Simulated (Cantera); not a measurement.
Cantera with NASA thermochemical tables; ideal gases at 1 bar, condensed phases pure. Values are per mole of reaction as written; species without (g) are pure solids or liquids, kept so even where they would boil at 1 bar.

### Question
Between 1248 and 1648 K, where is each reaction favourable under standard conditions?
- 0.8 V + O2(g) ⇌ 0.4 V2O5
- 1.333 Ti + O2(g) ⇌ 0.6667 Ti2O3
- C + O2(g) ⇌ CO2(g)

### Answer
- 0.8 V + O2(g) ⇌ 0.4 V2O5: ΔG° is -418 kJ at 1248 K and -366 kJ at 1648 K; it stays negative (K > 1). ΔH° is -577 kJ and ΔS° -128 J/K at 1648 K.
- 1.333 Ti + O2(g) ⇌ 0.6667 Ti2O3: ΔG° is -785 kJ at 1248 K and -717 kJ at 1648 K; it stays negative (K > 1). ΔH° is -993 kJ and ΔS° -167 J/K at 1648 K.
- C + O2(g) ⇌ CO2(g): ΔG° is -396 kJ at 1248 K and -396 kJ at 1648 K; it stays negative (K > 1). ΔH° is -396 kJ and ΔS° 0 J/K at 1648 K.
